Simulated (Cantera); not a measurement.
A Cantera script and its output.

```python
import numpy as np
import cantera as ct

gas = ct.Solution("gri30.yaml")
gas.TPX = 1075, 140000, {'N2O': 1, 'H2O': 0.0069}
reactor = ct.IdealGasConstPressureReactor(gas, energy="off", clone=False)
net = ct.ReactorNet([reactor])
net.rtol, net.atol = 1e-08, 1e-18
show = ['N2O', 'H2O', 'NO', 'H', 'H2']
times = np.geomspace(0.0007, 2, 15)

steps = ct.SolutionArray(gas, extra=["t"])
rows = []
print(f"{'t/s':>10s}{'T/K':>9s}{'P/Pa':>11s}" + "".join(f"{s:>11s}" for s in show))
for t in times:
    while net.time < t:
        t_next = net.step()
        steps.append(gas.state, t=t_next)
    rows.append([np.interp(t, steps.t, y) for y in (steps.T, steps.P, *steps(*show).X.T)])
    print(f"{t:10.3e}{rows[-1][0]:9.1f}{rows[-1][1]:11.4g}" + "".join(f"{x:11.3e}" for x in rows[-1][2:]))
rate = np.gradient(steps.T, steps.t)
print("integrator steps:", len(steps.t))
if steps.T.max() > steps.T[0] + 200:
    print(f"time of steepest temperature rise: {steps.t[rate.argmax()]:.4e} s")
gas.TPX = 1075, 140000, {'N2O': 1, 'H2O': 0.0069}
gas.equilibrate("TP")
print(f"equilibrium (TP): T = {gas.T:.1f} K  " + "  ".join(f"{s} {gas[s].X[0]:.3e}" for s in show))
```

It prints:

```
       t/s      T/K       P/Pa        N2O        H2O         NO          H         H2
 7.000e-04   1075.0    1.4e+05  9.931e-01  6.852e-03  2.375e-06  5.634e-12  1.048e-11
 1.236e-03   1075.0    1.4e+05  9.930e-01  6.852e-03  4.202e-06  8.926e-12  3.606e-11
 2.182e-03   1075.0    1.4e+05  9.930e-01  6.852e-03  7.383e-06  1.403e-11  1.051e-10
 3.852e-03   1075.0    1.4e+05  9.928e-01  6.852e-03  1.279e-05  2.192e-11  2.682e-10
 6.800e-03   1075.0    1.4e+05  9.926e-01  6.851e-03  2.162e-05  3.108e-11  6.056e-10
 1.200e-02   1075.0    1.4e+05  9.921e-01  6.850e-03  3.579e-05  3.648e-11  1.148e-09
 2.119e-02   1075.0    1.4e+05  9.913e-01  6.848e-03  5.915e-05  3.869e-11  1.786e-09
 3.742e-02   1075.0    1.4e+05  9.899e-01  6.845e-03  9.869e-05  4.068e-11  2.294e-09
 6.606e-02   1075.0    1.4e+05  9.875e-01  6.839e-03  1.678e-04  4.208e-11  2.336e-09
 1.166e-01   1075.0    1.4e+05  9.832e-01  6.829e-03  2.939e-04  4.241e-11  1.807e-09
 2.059e-01   1075.0    1.4e+05  9.757e-01  6.812e-03  5.297e-04  4.206e-11  1.214e-09
 3.635e-01   1075.0    1.4e+05  9.627e-01  6.783e-03  9.635e-04  4.151e-11  9.000e-10
 6.417e-01   1075.0    1.4e+05  9.405e-01  6.732e-03  1.728e-03  4.052e-11  7.352e-10
 1.133e+00   1075.0    1.4e+05  9.033e-01  6.647e-03  3.013e-03  3.845e-11  6.251e-10
 2.000e+00   1075.0    1.4e+05  8.431e-01  6.509e-03  5.056e-03  3.479e-11  5.322e-10
integrator steps: 1047
equilibrium (TP): T = 1075.0 K  N2O 6.506e-09  H2O 4.579e-03  NO 7.814e-05  H 2.718e-14  H2 4.739e-12
```

Cantera simulation using GRI-Mech 3.0 (53 species, 325 reactions); the numbers are that mechanism's predictions, not measurements. GRI-Mech 3.0 was tuned for natural gas; its chemistry of N2O as a main component is partial and can be far from experiment. The mechanism lacks the step 2 NO + O2 → 2 NO2, which can matter for NO2 below about 1400 K. The temperature is held fixed by assumption; the heat of reaction is taken as removed at once.
